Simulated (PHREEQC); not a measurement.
**Reverse-osmosis permeate (model solution)**

A made-up water analysis in mg/L, 20 °C, pH 5.9, pe -0.8:

```
constituent             mg/L
------------------  --------
Na                      2.26
K                   0.000126
Ca                      3.53
Mg                     0.376
Cl                      2.35
S(6) as SO4             6.87
Alkalinity as HCO3       5.5
F                     0.0581
Fe(2)                 0.0124
Zn                     0.257
```

Valence states are taken as typed.

The numbers come from PHREEQC with the ion-association model, phreeqc.dat.

| Property | Result |
|---|---|
| ionic strength | 0.000484 mol/kgw |
| charge-balance error | 1.8 % |

```
species  molality  activity   log γ
-------  --------  --------  ------
CO2      0.000270  0.000270   0.000
Na+       9.83e-5   9.59e-5  -0.011
HCO3-     9.13e-5   8.90e-5  -0.011
Ca+2      8.71e-5   7.89e-5  -0.043
SO4-2     7.04e-5   6.38e-5  -0.043
Cl-       6.63e-5   6.46e-5  -0.011
```

This is a speciation only: nothing precipitates in the calculation. Complexes and solids missing from the database can't appear. Fluoro complexes past AlF4- and FeF3 are missing from the database.
